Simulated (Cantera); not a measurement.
## Thermodynamics of boron, boron nitride and boron oxide, feed B₂H₆ + O₂ + H₂

Charge: 1 mol B₂H₆, a varied amount of O₂, 1.7 mol H₂, at 1148.15 K and 0.133 bar.

Cantera equilibrium calculation (NASA polynomials, part measured and part estimated; ideal gas, pure solids and liquids). Candidate condensed phases: B, B₂O₃, B₃O₃H₃, H₂O; 23 gas species. The feed counts by its element totals alone. Mutual solubility and eutectic melting of coexisting phases are not modelled. Gases not in the tables: H₃BO₃. Rates play no part.

```tsv
n(O₂) (mol)	log p H₂	log p H₂O	log p (HBO₂)₃	log p B₃O₃H₃	log p HBO₂	n B(s)	n B₂O₃(l)
0.79	-0.88	-7.45	<-12	-3.49	-7.14	0.935	0.515
0.9	-0.88	-7.45	<-12	-3.49	-7.14	0.788	0.588
1	-0.88	-7.45	<-12	-3.49	-7.14	0.655	0.655
1.2	-0.88	-7.45	<-12	-3.49	-7.14	0.388	0.788
1.4	-0.88	-7.45	<-12	-3.49	-7.14	0.122	0.922
1.6	-0.89	-2.25	-5.22	-11.34	-4.54	0	0.999
1.8	-0.93	-1.77	-4.50	-12.18	-4.30	0	0.997
2.1	-1.00	-1.47	-4.05	-12.84	-4.15	0	0.994
2.4	-1.08	-1.29	-3.79	<-12	-4.06	0	0.990
2.8	-1.22	-1.13	-3.55	<-12	-3.98	0	0.983
3.2	-1.43	-1.02	-3.37	<-12	-3.93	0	0.976
```
log p: log10 of the partial pressure in bar; n: condensed amount in mol.

From 0.79 mol O₂ to 1.4 mol O₂ the condensed part is B(s) + B₂O₃(l). From 1.6 mol O₂ to 3.2 mol O₂ the condensed part is B₂O₃(l). The share of B in condensed phases is highest at 1.6 mol O₂ (99.9 %) and lowest at 3.2 mol O₂ (97.6 %).
